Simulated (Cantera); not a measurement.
An adiabatic, constant-volume homogeneous reactor starts with H2 : O2 : N2 = 1 : 0.847 : 3.19 (molar parts), equivalence ratio 0.59, at 975 K and 14.0 bar. Integrator tolerance rtol = 1e-08.

Detailed kinetics in Cantera: GRI-Mech 3.0 (53 species, 325 reactions). The hydrogen kinetics of GRI-Mech 3.0 are dated; newer H2 mechanisms differ, most at raised pressure. The pressure lies above the range GRI-Mech 3.0 was tuned for (to about 10 atm).

### Question
What does this change do: pressure from 14.0 bar to 4.40 bar?

### Answer
```tsv
quantity	before	after
time of steepest temperature rise	16.1 ms	26.1 ms
temperature at 4.00 s	2629 K	2604 K
equilibrium temperature	2629 K	2604 K
x(H2) at 4.00 s	0.00153 (gas-phase equilibrium 0.00153)	0.00243 (gas-phase equilibrium 0.00243)
x(O2) at 4.00 s	0.0664 (gas-phase equilibrium 0.0664)	0.0662 (gas-phase equilibrium 0.0662)
x(HO2) at 4.00 s	2.92e-5 (gas-phase equilibrium 2.92e-5)	2.04e-5 (gas-phase equilibrium 2.04e-5)
x(H) at 4.00 s	0.000291 (gas-phase equilibrium 0.000291)	0.000594 (gas-phase equilibrium 0.000594)
x(N2O) at 4.00 s	4.60e-6 (gas-phase equilibrium 4.60e-6)	2.46e-6 (gas-phase equilibrium 2.46e-6)
```

### Question
What does this change do: H2 1 to 0.55 parts?

### Answer
| quantity | before | after |
|---|---|---|
| time of steepest temperature rise | 16.1 ms | 22.6 ms |
| temperature at 4.00 s | 2629 K | 2048 K |
| equilibrium temperature | 2629 K | 2048 K |
| x(H2) at 4.00 s | 0.00153 (gas-phase equilibrium 0.00153) | 2.79e-5 (gas-phase equilibrium 2.79e-5) |
| x(O2) at 4.00 s | 0.0664 (gas-phase equilibrium 0.0664) | 0.129 (gas-phase equilibrium 0.129) |
| x(HO2) at 4.00 s | 2.92e-5 (gas-phase equilibrium 2.92e-5) | 6.15e-6 (gas-phase equilibrium 6.15e-6) |
| x(H) at 4.00 s | 0.000291 (gas-phase equilibrium 0.000291) | 2.27e-6 (gas-phase equilibrium 2.27e-6) |
| x(N2O) at 4.00 s | 4.60e-6 (gas-phase equilibrium 4.60e-6) | 1.89e-6 (gas-phase equilibrium 1.89e-6) |
